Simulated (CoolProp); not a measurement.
A single-stage vapour-compression cycle with hydrogen chloride: evaporating at 213.15 K (dew point), condensing at 254.15 K (bubble point), superheat 5 K, subcooling 2 K, compressor efficiency 0.7, no pressure losses. Each further row changes one setting.

Values from CoolProp's reference Helmholtz-energy equation of state, Thol 2018.

| case | cooling COP | pressure ratio | discharge temperature (K) | refrigerating effect (kJ/kg) | volumetric capacity (kJ/m³) |
|---|---|---|---|---|---|
| as stated | 2.89 | 4.36 | 371.7 | 351 | 2620 |
| evaporating temperature 218.15 K | 3.46 | 3.53 | 352.0 | 353 | 3220 |
| condensing temperature 249.15 K | 3.38 | 3.74 | 352.2 | 360 | 2690 |
| subcooling 7 K | 2.96 | 4.36 | 371.7 | 360 | 2690 |
| superheat 15 K | 2.81 | 4.36 | 390.6 | 360 | 2550 |
| compressor efficiency 0.6 | 2.48 | 4.36 | 395.2 | 351 | 2620 |
